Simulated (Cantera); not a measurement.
Feed: 1 mol SiO2, a varied amount of Si, 9.1 mol H2, at 1623.15 K and 3.23 Torr.

These are equilibrium values from Cantera (NASA tables, ideal gas, pure condensed phases), not measurements of a reactor. Candidate condensed phases: H2O, Si, SiO2; 18 gas species. The tables hold silica as quartz up to 1696 K and as liquid above; real silica turns to tridymite and cristobalite and melts near 1996 K. Kinetics and transport are ignored.

x: gas mole fraction; n: condensed amount in mol.

```csv
n(Si) (mol),x H2,x SiO,x H2O,x H,x OH,n SiO2(β-quartz)
0.0087,0.992,0.00434,0.00243,0.00105,1.08e-7,0.969
0.032,0.989,0.00825,0.00128,0.00105,5.67e-8,0.956
0.055,0.985,0.0127,0.000822,0.00105,3.66e-8,0.937
0.079,0.981,0.0176,0.000591,0.00105,2.64e-8,0.916
0.1,0.977,…,…,0.00104,…,0.896
0.13,0.970,…,…,0.00104,…,0.867
0.15,0.966,0.0322,0.000319,0.00104,1.43e-8,0.847
```

**Question.** What belongs in the gaps?

**Answer.** 
- 0.1, x SiO: 0.0220
- 0.1, x H2O: 0.000473
- 0.1, x OH: 2.12e-8
- 0.13, x SiO: 0.0281
- 0.13, x H2O: 0.000367
- 0.13, x OH: 1.65e-8
